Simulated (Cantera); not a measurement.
Diamond growth

A diamond (100) surface in a fixed gas of H2 with x(CH4) = 0.002, x(H) = 0.00084, at 1250 K, 0.0730 atm; coverages are run to steady state.

Detailed kinetics in Cantera: the Harris–Goodwin 1993 mechanism for the reconstructed diamond (100) surface.

```json
[
 {"x(CH3)": "1e-06", "growth (µm/h)": "0.00751", "θ c6HH": "0.449", "θ c6H*": "0.0416", "θ c6*H": "0.485", "θ c6**": "0.0244", "θ c6HM": "7.98e-6"},
 {"x(CH3)": "2.8e-06", "growth (µm/h)": "0.0210", "θ c6HH": "0.449", "θ c6H*": "0.0416", "θ c6*H": "0.485", "θ c6**": "0.0244", "θ c6HM": "2.23e-5"},
 {"x(CH3)": "7.9e-06", "growth (µm/h)": "0.0593", "θ c6HH": "0.449", "θ c6H*": "0.0416", "θ c6*H": "0.485", "θ c6**": "0.0243", "θ c6HM": "6.30e-5"},
 {"x(CH3)": "2.2e-05", "growth (µm/h)": "0.165", "θ c6HH": "0.449", "θ c6H*": "0.0416", "θ c6*H": "0.485", "θ c6**": "0.0243", "θ c6HM": "0.000175"},
 {"x(CH3)": "6.2e-05", "growth (µm/h)": "0.461", "θ c6HH": "0.449", "θ c6H*": "0.0416", "θ c6*H": "0.484", "θ c6**": "0.0241", "θ c6HM": "0.000492"},
 {"x(CH3)": "0.00018", "growth (µm/h)": "1.31", "θ c6HH": "0.448", "θ c6H*": "0.0414", "θ c6*H": "0.483", "θ c6**": "0.0235", "θ c6HM": "0.00142"},
 {"x(CH3)": "0.00049", "growth (µm/h)": "3.41", "θ c6HH": "0.446", "θ c6H*": "0.0412", "θ c6*H": "0.480", "θ c6**": "0.0221", "θ c6HM": "0.00377"},
 {"x(CH3)": "0.0014", "growth (µm/h)": "8.60", "θ c6HH": "0.440", "θ c6H*": "0.0405", "θ c6*H": "0.472", "θ c6**": "0.0188", "θ c6HM": "0.0102"},
 {"x(CH3)": "0.0039", "growth (µm/h)": "18.5", "θ c6HH": "0.427", "θ c6H*": "0.0390", "θ c6*H": "0.454", "θ c6**": "0.0133", "θ c6HM": "0.0253"}
]
```
θ: site fractions in the mechanism's names (c6HH fully hydrogenated, c6H* and c6*H radical sites, c6** diradical, c6HM methylated).
